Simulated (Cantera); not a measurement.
**C2H6 + H2 + N2 (carbon deposition, reforming and gasification)**

A closed system holds: 1 mol C2H6, 20 mol H2, 7.6 mol N2.

Cantera equilibrium calculation (NASA polynomials, part measured and part estimated; ideal gas, pure solids and liquids). Candidate condensed phases: C, C6H6, C7H8, C8H18; 92 gas species. The ideal-gas law is rough above about 30 bar. Equilibrium is a limit: real reactors are often held back by kinetics, nucleation or transport.

Stable condensed phases:

```
T in °C \ P in Pa
               10      100     1000    10000   100000  1000000 10000000
   2625         A        A        A        A        A        A        A
   2550         A        A        A        A        A        A        A
   2475         A        A        A        A        A        A        A
   2400         A        A        A        A        A        A        A
   2325         A        B        B        B        B        B        A
   2250         A        B        B        B        B        B        B
   2175         B        B        B        B        B        B        B
   2100         B        B        B        B        B        B        B
   2025         B        B        B        B        B        B        B
```

A: gas only; B: C.
